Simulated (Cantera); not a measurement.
Input: 1 mol B, 0.55 mol HCl, 0.17 mol O₂, at 850000 Pa.

Equilibrium computed with Cantera from the NASA thermochemical tables; the gas is ideal and each condensed phase is pure. Candidate condensed phases: B, B₂O₃, B₃O₃H₃, H₂O; 33 gas species. Mutual solubility and eutectic melting of coexisting phases are not modelled. Gases not in the tables: BHCl₂. Rates play no part. All values below are at 900 °C.

Base state: H₂ 0.535, BCl₃ 0.287, HCl 0.0920, B₃O₃Cl₃ 0.0774, B₃O₃H₃ 0.00777 (mole fractions); condensed: B(s) + B₂O₃(l).

Question: What changes in the equilibrium state with this change: B replaced by MgO?

Answer: 
```json
[
 {"species": "HCl", "before": "0.0920", "after": "0.474"},
 {"species": "H₂O", "before": "2.04e-7", "after": "0.179"},
 {"species": "Cl₂", "before": "<1e-9", "after": "0.178"},
 {"species": "H₂", "before": "0.535", "after": "1.07e-9"},
 {"species": "BCl₃", "before": "0.287", "after": "0"},
 {"species": "O₂", "before": "<1e-9", "after": "0.168"},
 {"species": "B₃O₃Cl₃", "before": "0.0774", "after": "0"},
 {"species": "MgCl₂", "before": "0", "after": "0.000302"},
 {"species": "B₃O₃H₃", "before": "0.00777", "after": "0"},
 {"species": "HOCl", "before": "<1e-9", "after": "0.000125"},
 {"species": "Cl", "before": "4.44e-9", "after": "0.000513"},
 {"species": "ClO", "before": "<1e-9", "after": "2.54e-5"},
 {"species": "B(s), mol", "before": "0.601", "after": "0"},
 {"species": "B₂O₃(l), mol", "before": "0.0738", "after": "0"},
 {"species": "MgO(s), mol", "before": "0", "after": "1.000"}
]
```
Further candidate phases: Mg, MgCl₂, MgO, Mg(OH)₂.

Question: What changes in the equilibrium state with this change: O₂ from 0.17 to 0.03 mol?

Answer: 
```tsv
species	before	after
H₂	0.535	0.538
BCl₃	0.287	0.323
HCl	0.0920	0.0959
B₃O₃Cl₃	0.0774	0.0395
B₃O₃H₃	0.00777	0.00355
B(s), mol	0.601	0.790
B₂O₃(l), mol	0.0738	0
```
